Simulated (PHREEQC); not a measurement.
1 kg of water holding 0.0062 mol/kgw MgCl2 and 0.017 mol/kgw MgSO4 is evaporated at 30 °C; the solids stay in contact with the brine. CO2 from the air is kept out. The run lets Bischofite, Brucite, Epsomite, Hexahydrite, Kieserite, MgCl2_4H2O precipitate or redissolve, and no other solid.

Equilibrium calculation in PHREEQC: Pitzer model, pitzer.dat.

### Question
Predict ionic strength, Mg in solution (mol/kgw) at water left (kg) = 0.01979, 0.00903.

### Answer
```tsv
water left (kg)	ionic strength	Mg in solution (mol/kgw)
0.01979	4.38	1.17
0.00903	9.59	2.57
```
